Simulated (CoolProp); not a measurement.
Toluene along the isotherm 346.85 °C: fugacity coefficient from the reference equation and from simpler models built on Tc = 318.6 °C, pc = 4.126 MPa, ω = 0.266; each cubic takes its own stable root.

Computed with CoolProp (reference Helmholtz-energy equation of state, Lemmon 2006). It is a short technical equation, of lower accuracy than the large ones.

```tsv
p (MPa)	phase	reference	van der Waals	Soave-Redlich-Kwong	Peng-Robinson
0.0652	gas	0.9950	0.9958	0.9954	0.9948
0.0958	gas	0.9927	0.9939	0.9933	0.9924
0.141	gas	0.9893	0.9910	0.9901	0.9889
0.206	gas	0.9843	0.9868	0.9855	0.9837
0.303	gas	0.9770	0.9806	0.9788	0.9761
0.444	gas	0.9664	0.9716	0.9689	0.9651
0.652	gas	0.9508	0.9583	0.9545	0.9491
0.958	gas	0.9281	0.9388	0.9335	0.9257
1.41	gas	0.8950	0.9101	0.9027	0.8918
2.06	gas	0.8482	0.8689	0.8591	0.8441
3.03	gas	0.7798	0.8070	0.7951	0.7751
4.44	supercritical	0.6824	0.7130	0.7025	0.6779
6.52	supercritical	0.5406	0.5683	0.5681	0.5424
9.58	supercritical	0.4158	0.4563	0.4488	0.4230
14.1	supercritical	0.3310	0.3856	0.3668	0.3397
20.6	supercritical	0.2794	0.3524	0.3180	0.2878
```
